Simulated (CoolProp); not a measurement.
Vapour-liquid equilibrium of 1-butene (1) + n-butane (2) at 24.95 °C; x and y are mole fractions of (1).

The numbers come from the multi-fluid Helmholtz-energy mixture model, Lemmon 2005 and Bücker 2006; pair parameters Bell 2016 in CoolProp.

| x | bubble pressure (MPa) | y at the bubble point | dew pressure at overall composition x (MPa) | liquid density (mol/L) |
|---|---|---|---|---|
| 0.05 | ___ | 0.060 | 0.2453 | 9.886 |
| 0.125 | 0.2502 | 0.149 | 0.2490 | 9.930 |
| 0.2 | 0.2546 | 0.234 | 0.2528 | 9.974 |
| 0.275 | 0.2591 | 0.317 | 0.2568 | 10.02 |
| 0.35 | 0.2636 | ___ | 0.2610 | 10.06 |
| 0.425 | 0.2680 | 0.474 | 0.2652 | ___ |
| 0.5 | 0.2723 | 0.548 | 0.2695 | 10.15 |
| 0.575 | 0.2765 | ___ | ___ | 10.20 |
| 0.65 | 0.2806 | 0.690 | 0.2783 | 10.25 |
| 0.725 | 0.2844 | 0.758 | 0.2826 | ___ |
| 0.8 | 0.2881 | ___ | 0.2868 | 10.35 |
| 0.875 | 0.2915 | 0.890 | 0.2908 | 10.40 |
| 0.95 | 0.2948 | 0.956 | 0.2945 | 10.45 |

### Question
What belongs in the gaps?

### Answer

- 0.05, bubble pressure (MPa): 0.2458
- 0.35, y at the bubble point: 0.397
- 0.425, liquid density (mol/L): 10.11
- 0.575, y at the bubble point: 0.620
- 0.575, dew pressure at overall composition x (MPa): 0.2739
- 0.725, liquid density (mol/L): 10.30
- 0.8, y at the bubble point: 0.824

No azeotrope shows between x = 0.05 and 0.95.

Pair parameters are fitted to limited data, so mixtures are less certain than the pure fluids.
